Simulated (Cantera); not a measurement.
# Stirred combustor or abatement burner

A perfectly stirred reactor is fed with 8.92 % CH3OH, 15.2 % O2, 57.2 % N2, 18.7 % H2O, equivalence ratio 0.88, at 100000 Pa; it is adiabatic with a 423 K inlet, and is followed from long to short residence time, starting on the burning branch (τ in s: 0.1, 0.055, 0.03, 0.016, 0.0085, 0.0046, 0.0025, 0.0013, 0.00071, 0.00038, 0.0002, 0.00011, 5.9e-05).

Model: GRI-Mech 3.0 (53 species, 325 reactions), integrated in Cantera. GRI-Mech 3.0 was tuned for natural gas; its chemistry of methanol as a main component is partial and can be far from experiment.

```csv
τ (s),T (K),x CH3OH,x O2,x H2O,x H,x NO,x CO,x CH2
0.10,1893,2.45e-6,0.0177,0.347,9.34e-5,2.90e-5,0.00134,5.90e-9
0.055,1885,3.73e-6,0.0181,0.346,0.000149,2.30e-5,0.00182,8.33e-9
0.030,1874,5.64e-6,0.0186,0.345,0.000242,1.83e-5,0.00248,1.21e-8
0.016,1860,8.57e-6,0.0193,0.344,0.000399,1.45e-5,0.00339,1.92e-8
0.0085,1841,1.30e-5,0.0203,0.342,0.000651,1.15e-5,0.00459,3.43e-8
0.0046,1817,1.95e-5,0.0215,0.339,0.00102,9.52e-6,0.00603,6.68e-8
0.0025,1789,2.95e-5,0.0230,0.336,0.00154,8.16e-6,0.00780,1.36e-7
0.0013,1752,4.73e-5,0.0250,0.333,0.00228,7.09e-6,0.0102,2.89e-7
0.00071,1713,7.65e-5,0.0273,0.330,0.00307,6.07e-6,0.0131,5.67e-7
0.00038,1664,0.000136,0.0305,0.327,0.00379,4.63e-6,0.0176,1.10e-6
0.00020,1591,0.000310,0.0364,0.323,0.00378,2.42e-6,0.0266,2.04e-6
0.00011,423,0.0892,0.152,0.187,<1e-12,<1e-12,<1e-12,<1e-12
5.9e-5,423,0.0892,0.152,0.187,<1e-12,<1e-12,<1e-12,<1e-12
```
x: mole fraction; the columns are a selection and need not sum to one.
